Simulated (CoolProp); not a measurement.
Computed with CoolProp (reference Helmholtz-energy equation of state, Thol 2021).

Problem. Give the vapour pressure (bar), liquid density (kg/m³), enthalpy of vaporisation (kJ/kg), liquid cp (kJ/(kg K)) of saturated chlorine at -39.75, 69.15, 81.25 °C.

Solution. 
| T (°C) | p (bar) | liquid density (kg/m³) | enthalpy of vaporisation (kJ/kg) | liquid cp (kJ/(kg K)) |
|---|---|---|---|---|
| -39.75 | 0.779 | 1580 | 290 | 0.939 |
| 69.15 | 21.8 | 1240 | 207 | 1.11 |
| 81.25 | 27.7 | 1190 | 193 | 1.16 |
